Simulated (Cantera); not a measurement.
An adiabatic, constant-volume homogeneous reactor starts with CH₄ : H₂ : O₂ : N₂ = 1 : 0.6 : 3.33 : 12.5 (molar parts), at 1400 K and 94000 Pa. Integrator tolerance rtol = 1e-08.

Computed with Cantera and GRI-Mech 3.0 (53 species, 325 reactions).

Question: What does this change do: O2 3.33 to 2.7 parts?

Answer: 
```json
[
 {"quantity": "time of steepest temperature rise", "before": "0.328 ms", "after": "0.423 ms"},
 {"quantity": "temperature at 0.700 s", "before": "2731 K", "after": "2745 K"},
 {"quantity": "equilibrium temperature", "before": "2731 K", "after": "2745 K"},
 {"quantity": "x(CH₄) at 0.700 s", "before": "<1e-12 (gas-phase equilibrium <1e-12)", "after": "<1e-12 (gas-phase equilibrium <1e-12)"},
 {"quantity": "x(H₂) at 0.700 s", "before": "0.00684 (gas-phase equilibrium 0.00684)", "after": "0.0103 (gas-phase equilibrium 0.0103)"},
 {"quantity": "x(O₂) at 0.700 s", "before": "0.0542 (gas-phase equilibrium 0.0542)", "after": "0.0274 (gas-phase equilibrium 0.0274)"},
 {"quantity": "x(H) at 0.700 s", "before": "0.00391 (gas-phase equilibrium 0.00391)", "after": "0.00504 (gas-phase equilibrium 0.00504)"},
 {"quantity": "x(NO) at 0.700 s", "before": "0.0161 (gas-phase equilibrium 0.0161)", "after": "0.0119 (gas-phase equilibrium 0.0119)"},
 {"quantity": "x(C₂H₂) at 0.700 s", "before": "<1e-12 (gas-phase equilibrium <1e-12)", "after": "<1e-12 (gas-phase equilibrium <1e-12)"},
 {"quantity": "x(CH₂) at 0.700 s", "before": "<1e-12 (gas-phase equilibrium <1e-12)", "after": "<1e-12 (gas-phase equilibrium <1e-12)"}
]
```
